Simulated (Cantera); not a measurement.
Input: 1 mol Fe3O4, a varied amount of C, 1.6 mol CO, held at 0.0590 bar.

These are equilibrium values from Cantera (NASA tables, ideal gas, pure condensed phases), not measurements of a reactor. Candidate condensed phases: C, Fe, Fe(CO)5, FeO, Fe2O3, Fe3O4; 15 gas species. Each liquid is taken as pure. Iron dissolves carbon and melts from about 1420 K in contact with it, which pure phases cannot show. Mutual solubility and eutectic melting of coexisting phases are not modelled. The tables' stoichiometric FeO is somewhat more stable than real wüstite, so its field is too wide. FeO: taken at fixed stoichiometry. Condensed phases not in the tables: cementite and carbon dissolved in iron. Rates play no part.

### Question
What condenses at these points (T in K, n(C) in mol): (2198, 4.1); (2398, 1.3); (2473, 3.6); (2473, 3.2); (2448, 4.1); (2273, 3.6); (2173, 0.87); (2173, 2.8)?

### Answer
```json
[
 {"T (K)": "2198", "n(C) in mol": "4.1", "condensed phases": "C + Fe", "Fe condensed (%)": "91.0"},
 {"T (K)": "2398", "n(C) in mol": "1.3", "condensed phases": "FeO", "Fe condensed (%)": "79.1"},
 {"T (K)": "2473", "n(C) in mol": "3.6", "condensed phases": "gas only", "Fe condensed (%)": "0.0"},
 {"T (K)": "2473", "n(C) in mol": "3.2", "condensed phases": "FeO", "Fe condensed (%)": "9.5"},
 {"T (K)": "2448", "n(C) in mol": "4.1", "condensed phases": "C", "Fe condensed (%)": "0.0"},
 {"T (K)": "2273", "n(C) in mol": "3.6", "condensed phases": "Fe", "Fe condensed (%)": "82.6"},
 {"T (K)": "2173", "n(C) in mol": "0.87", "condensed phases": "FeO", "Fe condensed (%)": "97.0"},
 {"T (K)": "2173", "n(C) in mol": "2.8", "condensed phases": "Fe + FeO", "Fe condensed (%)": "94.3"}
]
```
